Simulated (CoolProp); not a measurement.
Saturation properties of n-perfluoropentane.

Computed with CoolProp (reference Helmholtz-energy equation of state, Gao 2022).

```
T (K)  p (bar)  vapour density (kg/m³)  enthalpy of vaporisation (kJ/kg)  liquid cp (kJ/(kg K))
-----  -------  ----------------------  --------------------------------  ---------------------
332.6    2.717                   32.00                             80.82                  1.120
336.9    3.076                   36.20                             79.24                  1.129
341.1    3.459                   40.75                             77.66                  1.139
345.4    3.889                   45.89                             75.98                  1.150
349.6    4.346                   51.45                             74.28                  1.161
353.9    4.855                   57.74                             72.48                  1.172
358.1    5.394                   64.54                             70.64                  1.184
362.4    5.992                   72.26                             68.68                  1.198
366.6    6.623                   80.63                             66.67                  1.212
370.9    7.321                   90.17                             64.51                  1.228
375.1    8.055                   100.6                             62.28                  1.246
379.4    8.863                   112.5                             59.86                  1.267
383.6    9.711                   125.7                             57.35                  1.291
```

It boils at 302.5 K under 1 atm.
